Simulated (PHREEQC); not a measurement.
Make-up at 25 °C: 0.52 mol/kgw Na2SO4 and 0.18 mol/kgw MgCl2. Closed to the air; pH follows from the charge balance.

Computed with PHREEQC (Pitzer model, pitzer.dat).

```
quantity                          before    after
-------------------------------  -------  -------
HSO4- (mol/kgw)                  5.16e-7  9.65e-6
SI of Mirabilite (Na2SO4:10H2O)    -0.94    -2.54
SI of Thenardite (Na2SO4)          -1.76    -1.54
```

Question: Name the change that produced these shifts.
A. MgCl2 left out
B. 0.51 mol/kgw NaCl added
C. temperature from 25 to 85 °C
D. temperature from 25 to 15 °C

Answer: C, temperature from 25 to 85 °C

Precipitation was switched off in this run. Constants without temperature data keep their 25 °C values here.
